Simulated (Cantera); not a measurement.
**Transport properties of process gases**

Gas mixture: H2O : C2H2 : CH3OH = 0.94 : 0.66 : 0.87 (molar parts), at 0.900 Torr, frozen composition.

Cantera's kinetic-theory transport with the Lennard-Jones parameters of GRI-Mech 3.0, ideal gas; thermal conductivity in the mixture-averaged form. Polar gases are described roughly by these parameters.

```tsv
T (K)	ρ (kg/m³)	cp (J/kg/K)	μ (µPa s)	λ (mW/m/K)	Pr	D (cm²/s) N2	D (cm²/s) H2O	D (cm²/s) CH4
400	0.000906	1776	13.6	33.3	0.724	260	240	273
500	0.000725	1952	16.9	45.2	0.730	391	374	414
600	0.000604	2114	20.1	57.8	0.736	542	534	577
700	0.000518	2258	23.2	70.8	0.739	712	717	761
800	0.000453	2382	26.1	84.1	0.740	898	921	964
900	0.000403	2495	29.0	97.6	0.741	1100	1150	1180
```
D: mixture-averaged diffusion coefficient of that species in the mixture.
